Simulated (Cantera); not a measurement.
An adiabatic, constant-pressure homogeneous reactor starts with CH₄ : CO : O₂ : N₂ = 1 : 0.17 : 2.54 : 9.56 (molar parts), equivalence ratio 0.82, at 1500 K and 1.01 bar. Integrator tolerance rtol = 1e-08.

Computed with Cantera and GRI-Mech 3.0 (53 species, 325 reactions).

Problem. What does this change do: pressure from 1.01 bar to 17.0 bar?

Solution. 
```json
[
 {"quantity": "time of steepest temperature rise", "before": "1.09 ms", "after": "0.115 ms"},
 {"quantity": "temperature at 1.00 s", "before": "2671 K", "after": "2829 K"},
 {"quantity": "equilibrium temperature", "before": "2671 K", "after": "2829 K"},
 {"quantity": "x(CH₄) at 1.00 s", "before": "<1e-12 (gas-phase equilibrium <1e-12)", "after": "<1e-12 (gas-phase equilibrium <1e-12)"},
 {"quantity": "x(CO) at 1.00 s", "before": "0.0263 (gas-phase equilibrium 0.0263)", "after": "0.0163 (gas-phase equilibrium 0.0163)"},
 {"quantity": "x(O₂) at 1.00 s", "before": "0.0384 (gas-phase equilibrium 0.0384)", "after": "0.0329 (gas-phase equilibrium 0.0329)"},
 {"quantity": "x(C₂H₂) at 1.00 s", "before": "<1e-12 (gas-phase equilibrium <1e-12)", "after": "<1e-12 (gas-phase equilibrium <1e-12)"},
 {"quantity": "x(N₂O) at 1.00 s", "before": "6.50e-7 (gas-phase equilibrium 6.50e-7)", "after": "3.15e-6 (gas-phase equilibrium 3.15e-6)"},
 {"quantity": "x(OH) at 1.00 s", "before": "0.0176 (gas-phase equilibrium 0.0176)", "after": "0.0131 (gas-phase equilibrium 0.0131)"},
 {"quantity": "x(C₂H) at 1.00 s", "before": "<1e-12 (gas-phase equilibrium <1e-12)", "after": "<1e-12 (gas-phase equilibrium <1e-12)"}
]
```
The pressure lies above the range GRI-Mech 3.0 was tuned for (to about 10 atm).

Problem. What does this change do: pressure from 1.01 bar to 10.0 bar?

Solution. 
```csv
quantity,before,after
time of steepest temperature rise,1.09 ms,0.182 ms
temperature at 1.00 s,2671 K,2803 K
equilibrium temperature,2671 K,2803 K
x(CH₄) at 1.00 s,<1e-12 (gas-phase equilibrium <1e-12),<1e-12 (gas-phase equilibrium <1e-12)
x(CO) at 1.00 s,0.0263 (gas-phase equilibrium 0.0263),0.0182 (gas-phase equilibrium 0.0182)
x(O₂) at 1.00 s,0.0384 (gas-phase equilibrium 0.0384),0.0339 (gas-phase equilibrium 0.0339)
x(C₂H₂) at 1.00 s,<1e-12 (gas-phase equilibrium <1e-12),<1e-12 (gas-phase equilibrium <1e-12)
x(N₂O) at 1.00 s,6.50e-7 (gas-phase equilibrium 6.50e-7),2.36e-6 (gas-phase equilibrium 2.36e-6)
x(OH) at 1.00 s,0.0176 (gas-phase equilibrium 0.0176),0.0140 (gas-phase equilibrium 0.0140)
x(C₂H) at 1.00 s,<1e-12 (gas-phase equilibrium <1e-12),<1e-12 (gas-phase equilibrium <1e-12)
```

Problem. What does this change do: 0.73 parts CO2 added?

Solution. 
| quantity | before | after |
|---|---|---|
| time of steepest temperature rise | 1.09 ms | 1.18 ms |
| temperature at 1.00 s | 2671 K | 2594 K |
| equilibrium temperature | 2671 K | 2594 K |
| x(CH₄) at 1.00 s | <1e-12 (gas-phase equilibrium <1e-12) | <1e-12 (gas-phase equilibrium <1e-12) |
| x(CO) at 1.00 s | 0.0263 (gas-phase equilibrium 0.0263) | 0.0306 (gas-phase equilibrium 0.0306) |
| x(O₂) at 1.00 s | 0.0384 (gas-phase equilibrium 0.0384) | 0.0396 (gas-phase equilibrium 0.0396) |
| x(C₂H₂) at 1.00 s | <1e-12 (gas-phase equilibrium <1e-12) | <1e-12 (gas-phase equilibrium <1e-12) |
| x(N₂O) at 1.00 s | 6.50e-7 (gas-phase equilibrium 6.50e-7) | 5.54e-7 (gas-phase equilibrium 5.54e-7) |
| x(OH) at 1.00 s | 0.0176 (gas-phase equilibrium 0.0176) | 0.0142 (gas-phase equilibrium 0.0142) |
| x(C₂H) at 1.00 s | <1e-12 (gas-phase equilibrium <1e-12) | <1e-12 (gas-phase equilibrium <1e-12) |
